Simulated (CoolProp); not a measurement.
Model: reference Helmholtz-energy equation of state, Leachman 2009, in CoolProp.

Give the vapour pressure (MPa), liquid cp (kJ/(kg K)), vapour Z of saturated normal hydrogen at 23, 30.2, 32.2 K.


```csv
T (K),p (MPa),liquid cp (kJ/(kg K)),vapour Z
23,0.204,11.5,0.850
30.2,0.831,26.5,0.613
32.2,1.13,68.3,0.486
```
